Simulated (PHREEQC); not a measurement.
Solution (19 °C): 0.0051 mol H2SO4, 0.0035 mol Al2(SO4)3 and 0.015 mol MgSO4 per kg of water. Closed to the air; pH follows from the charge balance.

All values are PHREEQC results (ion-association model, wateq4f.dat), not measurements.

Each row changes one thing in this solution. No solid was allowed to form.

| case | pH | ionic strength (mol/kgw) | SO4-2 (mol/kgw) | HSO4- (mol/kgw) |
|---|---|---|---|---|
| as made | 2.26 | 0.0602 | 0.0144 | 0.00369 |
| temperature from 19 to 35 °C | 2.30 | 0.0544 | 0.0127 | 0.00426 |
| Al2(SO4)3 from 0.0035 to 0.00525 mol/kgw | 2.27 | 0.0662 | 0.0157 | 0.00384 |
| MgSO4 from 0.015 to 0.03 mol/kgw | 2.32 | 0.0905 | 0.0215 | 0.00439 |
| diluted 10-fold with water | 3.08 | 0.00853 | 0.00217 | 0.000117 |
| temperature from 19 to 15 °C | 2.25 | 0.0618 | 0.0148 | 0.00356 |
| diluted 5-fold with water | 2.82 | 0.0155 | 0.00392 | 0.000355 |
| Al2(SO4)3 left out | 2.23 | 0.0478 | 0.0116 | 0.00333 |
| MgSO4 left out | 2.17 | 0.0274 | 0.00681 | 0.00250 |
